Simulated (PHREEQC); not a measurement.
Solution (20 °C): 4.4 mmol/kgw ZnSO4 and 2 mmol/kgw FeSO4. Closed to the air; pH follows from the charge balance.

Model: ion-association model, phreeqc.dat, run in PHREEQC.

| quantity | before | after |
|---|---|---|
| pH | 5.94 | 5.91 |
| ionic strength (mol/kgw) | 0.0190 | 0.0245 |
| SO4-2 (mol/kgw) | 0.00470 | 0.00477 |
| HSO4- (mol/kgw) | 3.22e-7 | 3.31e-7 |

**Question.** What was changed between the two runs?
A) ZnSO4 from 0.0044 to 0.00088 mol/kgw
B) 0.0052 mol/kgw NaCl added
C) FeSO4 replaced by NaHSO4 at the same molality
D) ZnSO4 replaced by MnSO4 at the same molality

**Answer.** B, 0.0052 mol/kgw NaCl added

This is a speciation only: nothing precipitates in the calculation.
